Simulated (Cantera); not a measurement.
Input: 1 mol Si, 2 mol H₂, at 698 K and 6600 Torr.

These are equilibrium values from Cantera (NASA tables, ideal gas, pure condensed phases), not measurements of a reactor. Candidate condensed phases: Si; 9 gas species. Equilibrium is a limit: real reactors are often held back by kinetics, nucleation or transport.

Base state: H₂ 1.000 (mole fractions); condensed: Si(s).

Q: What changes in the equilibrium state with this change: 0.034 mol Cl₂ added?

A: 
```tsv
species	before	after
H₂	1.000	0.989
SiHCl₃	0	0.00705
SiCl₄	0	0.00247
SiH₂Cl₂	0	0.00132
HCl	0	6.83e-5
SiH₃Cl	0	5.29e-5
Si(s), mol	1.000	0.978
```
